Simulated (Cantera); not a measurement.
Chlorosilane synthesis and conversion: SiCl4 + H2

A closed system holds: 1 mol SiCl4, 8.3 mol H2, equilibrated at 100 Torr.

Method: chemical equilibrium by Gibbs-energy minimisation in Cantera with the NASA 1993 tables (ideal gas, pure condensed phases). Candidate condensed phases: Si; 19 gas species. The tables' values for SiCl3 are old estimates; treat these amounts as uncertain. Equilibrium is a limit: real reactors are often held back by kinetics, nucleation or transport.

| T (K) | log p H2 | log p HCl | log p SiCl2 | log p SiCl4 | log p SiHCl3 | log p SiCl3 | log p SiH2Cl2 | log p H | n Si(s) |
|---|---|---|---|---|---|---|---|---|---|
| 1200 | -0.96 | -2.06 | -2.79 | -2.10 | -2.56 | -2.91 | -3.91 | -7.18 | 0.0223 |
| 1225 | -0.96 | -2.01 | -2.67 | -2.13 | -2.59 | -2.85 | -3.92 | -6.99 | 0.0233 |
| 1250 | -0.96 | -1.96 | -2.55 | -2.17 | -2.63 | -2.79 | -3.94 | -6.80 | 0.0212 |
| 1275 | -0.97 | -1.92 | -2.45 | -2.22 | -2.67 | -2.74 | -3.97 | -6.62 | 0.0156 |
| 1300 | -0.97 | -1.88 | -2.36 | -2.28 | -2.71 | -2.70 | -4.00 | -6.44 | 0.00636 |
| 1325 | -0.98 | -1.84 | -2.28 | -2.34 | -2.77 | -2.68 | -4.04 | -6.28 | 0 |
| 1350 | -0.98 | -1.80 | -2.22 | -2.41 | -2.84 | -2.67 | -4.10 | -6.11 | 0 |
| 1375 | -0.99 | -1.77 | -2.17 | -2.49 | -2.91 | -2.66 | -4.16 | -5.96 | 0 |
| 1400 | -0.99 | -1.74 | -2.12 | -2.58 | -2.99 | -2.67 | -4.22 | -5.81 | 0 |
| 1425 | -1.00 | -1.71 | -2.08 | -2.68 | -3.07 | -2.68 | -4.28 | -5.67 | 0 |
log p: log10 of the partial pressure in bar; n: condensed amount in mol.

From 1200 K to 1300 K the condensed part is Si(s). From 1325 K to 1425 K nothing is condensed. The main Si-bearing gas is SiCl4 at 1200 K and SiCl2 at 1425 K.
